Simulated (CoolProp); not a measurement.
Vapour-liquid equilibrium of isopentane (1) + R365MFC (2) at 257.5 K; x and y are mole fractions of (1).

The numbers come from the multi-fluid Helmholtz-energy mixture model, Lemmon 2006 and Lemmon 2016; pair parameters Bell 2016 in CoolProp.

| x | bubble pressure (MPa) | y at the bubble point | dew pressure at overall composition x (MPa) | liquid density (mol/L) |
|---|---|---|---|---|
| 0.05 | 0.01183 | 0.356 | 0.008351 | 9.033 |
| 0.15 | 0.01669 | 0.577 | 0.009245 | 8.997 |
| 0.25 | 0.01902 | 0.650 | 0.01035 | 8.967 |
| 0.35 | 0.01997 | 0.679 | 0.01174 | 8.946 |
| 0.45 | 0.02027 | 0.690 | 0.01353 | 8.933 |
| 0.55 | 0.02034 | 0.693 | 0.01591 | 8.931 |
| 0.65 | 0.02036 | 0.696 | 0.01902 | 8.940 |
| 0.75 | 0.02035 | 0.709 | 0.02001 | 8.963 |
| 0.85 | 0.02003 | 0.749 | 0.01871 | 8.997 |
| 0.95 | 0.01852 | 0.864 | 0.01736 | 9.045 |

y crosses x between x = 0.65 and 0.75: the model has an azeotrope there.

The pair parameters rest on a limited set of measurements; away from them the model extrapolates. With so large a gap from Raoult's law the liquid may split in two, which this calculation doesn't test in full.
